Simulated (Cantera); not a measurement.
**Equilibrium for titanium nitride, carbide and oxide coatings: Ti + O2 + H2**

A closed system holds: 1 mol Ti, 2.4 mol O2, 1.2 mol H2, held at 81.0 Pa.

These are equilibrium values from Cantera (NASA tables, ideal gas, pure condensed phases), not measurements of a reactor. Candidate condensed phases: H2O, Ti, TiO, TiO2, Ti2O3, Ti3O5, Ti4O7; 12 gas species. Kinetics and transport are ignored.

```json
[
 {"T (K)": "1600", "log p H2O": "-3.32", "log p O2": "-3.49", "log p OH": "-5.61", "log p O": "-6.58", "log p H2": "-6.75", "log p H": "-7.64", "log p TiO2": "-10.66", "log p HO2": "-9.69", "n TiO2(rutile)": "1.00"},
 {"T (K)": "1650", "log p H2O": "-3.32", "log p O2": "-3.49", "log p OH": "-5.45", "log p O": "-6.33", "log p H2": "-6.50", "log p H": "-7.29", "log p TiO2": "-10.05", "log p HO2": "-9.56", "n TiO2(rutile)": "1.00"},
 {"T (K)": "1700", "log p H2O": "-3.32", "log p O2": "-3.49", "log p OH": "-5.30", "log p O": "-6.10", "log p H2": "-6.27", "log p H": "-6.97", "log p TiO2": "-9.48", "log p HO2": "-9.43", "n TiO2(rutile)": "1.000"},
 {"T (K)": "1750", "log p H2O": "-3.32", "log p O2": "-3.49", "log p OH": "-5.16", "log p O": "-5.87", "log p H2": "-6.05", "log p H": "-6.66", "log p TiO2": "-8.94", "log p HO2": "-9.32", "n TiO2(rutile)": "1.000"},
 {"T (K)": "1800", "log p H2O": "-3.32", "log p O2": "-3.50", "log p OH": "-5.03", "log p O": "-5.66", "log p H2": "-5.84", "log p H": "-6.37", "log p TiO2": "-8.43", "log p HO2": "-9.21", "n TiO2(rutile)": "1.000"},
 {"T (K)": "1850", "log p H2O": "-3.33", "log p O2": "-3.50", "log p OH": "-4.90", "log p O": "-5.46", "log p H2": "-5.65", "log p H": "-6.09", "log p TiO2": "-7.95", "log p HO2": "-9.11", "n TiO2(rutile)": "1.000"},
 {"T (K)": "1900", "log p H2O": "-3.33", "log p O2": "-3.50", "log p OH": "-4.78", "log p O": "-5.28", "log p H2": "-5.46", "log p H": "-5.83", "log p TiO2": "-7.50", "log p HO2": "-9.01", "n TiO2(rutile)": "1.000"},
 {"T (K)": "1950", "log p H2O": "-3.34", "log p O2": "-3.51", "log p OH": "-4.67", "log p O": "-5.10", "log p H2": "-5.29", "log p H": "-5.59", "log p TiO2": "-7.07", "log p HO2": "-8.92", "n TiO2(rutile)": "1.000"},
 {"T (K)": "2000", "log p H2O": "-3.35", "log p O2": "-3.51", "log p OH": "-4.57", "log p O": "-4.93", "log p H2": "-5.13", "log p H": "-5.35", "log p TiO2": "-6.67", "log p HO2": "-8.84", "n TiO2(rutile)": "0.999"},
 {"T (K)": "2050", "log p H2O": "-3.36", "log p O2": "-3.52", "log p OH": "-4.47", "log p O": "-4.77", "log p H2": "-4.98", "log p H": "-5.13", "log p TiO2": "-6.28", "log p HO2": "-8.77", "n TiO2(rutile)": "0.999"},
 {"T (K)": "2100", "log p H2O": "-3.38", "log p O2": "-3.53", "log p OH": "-4.39", "log p O": "-4.62", "log p H2": "-4.84", "log p H": "-4.93", "log p TiO2": "-5.91", "log p HO2": "-8.70", "n TiO2(rutile)": "0.997"}
]
```
log p: log10 of the partial pressure in bar; n: condensed amount in mol.

From 1600 K to 2100 K the condensed part is TiO2(rutile). The main Ti-bearing gas is TiO2 throughout.
